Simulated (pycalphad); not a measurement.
Phase fractions of Al-0.4447Si-17.84Mn (wt.%)

Computed with pycalphad from the COST 507 light-alloy database (1999), at 1 atm. These are 1990s assessments: newer ones move some temperatures and phases. Phase fractions are per mole of atoms. Diffusion is slow at the low end, where real alloys seldom reach equilibrium.

| T (K) | liquid | AL4MN | ALMNSI_BETA | AL6MN | fcc | ALMNSI_ALPHA | AL12MN |
|---|---|---|---|---|---|---|---|
| 1200 | 1.000 | - | - | - | - | - | - |
| 1150 | 0.947 | 0.053 | - | - | - | - | - |
| 1100 | 0.752 | 0.248 | - | - | - | - | - |
| 1050 | 0.660 | 0.310 | 0.030 | - | - | - | - |
| 1000 | 0.609 | 0.333 | 0.058 | - | - | - | - |
| 950 | 0.399 | - | 0.052 | 0.549 | - | - | - |
| 900 | - | - | - | 0.586 | 0.352 | 0.062 | - |
| 850 | - | - | - | 0.584 | 0.348 | 0.069 | - |
| 800 | - | - | - | 0.183 | - | 0.076 | 0.741 |
| 750 | - | - | - | 0.172 | - | 0.084 | 0.744 |
| 700 | - | - | - | 0.160 | - | 0.092 | 0.748 |
| 650 | - | - | - | 0.149 | - | 0.099 | 0.751 |
| 600 | - | - | - | 0.142 | - | 0.104 | 0.754 |
| 550 | - | - | - | 0.138 | - | 0.107 | 0.755 |
| 500 | - | - | - | 0.137 | - | 0.108 | 0.755 |

Database names, with the compositions (at.%) that they take in these runs: AL4MN: Al 80 Mn 20; ALMNSI_BETA: Al 72 Mn 23 Si 4; AL6MN: Al 86 Mn 14; ALMNSI_ALPHA: Al 75-78 Mn 17 Si 4-7; AL12MN: Al 92 Mn 8.
